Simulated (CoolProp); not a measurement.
A single-stage vapour-compression cycle with the fluid: evaporating at 289.15 K (dew point), condensing at 353.15 K (bubble point), superheat 2 K, subcooling 5 K, compressor efficiency 0.65, no pressure losses. The same conditions are run with several fluids, on thermodynamics alone (safety and materials aside).

The numbers come from the reference Helmholtz-energy equation of state of each fluid (n-perfluorobutane: Gao 2022; c-C4F8 (RC318): Platzer 1990; R123: Younglove 1994; n-perfluoropentane: Gao 2022; R142b: Lemmon 2006) in CoolProp. The equations of Platzer and Polt are older, rougher fits.

| fluid | cooling COP | pressure ratio | discharge temperature (K) | refrigerating effect (kJ/kg) | volumetric capacity (kJ/m³) |
|---|---|---|---|---|---|
| n-perfluorobutane | 1.09 | 5.83 | 353.1 | 22.8 | 482 |
| c-C4F8 (RC318) | 1.50 | ___ | 353.1 | 40.5 | ___ |
| R123 | ___ | 7.57 | ___ | ___ | ___ |
| n-perfluoropentane | 1.42 | 7.87 | 353.2 | 31.7 | ___ |
| R142b | 2.15 | 5.44 | 373.5 | 128 | ___ |

Question: Some entries are withheld; supply them.

Answer: 
- c-C4F8 (RC318), pressure ratio: 5.79
- c-C4F8 (RC318), volumetric capacity (kJ/m³): 842
- R123, cooling COP: 2.29
- R123, discharge temperature (K): 369.8
- R123, refrigerating effect (kJ/kg): 115
- R123, volumetric capacity (kJ/m³): 483
- n-perfluoropentane, volumetric capacity (kJ/m³): 237
- R142b, volumetric capacity (kJ/m³): 1460

The compression ends wet for: n-perfluorobutane; c-C4F8 (RC318); n-perfluoropentane.
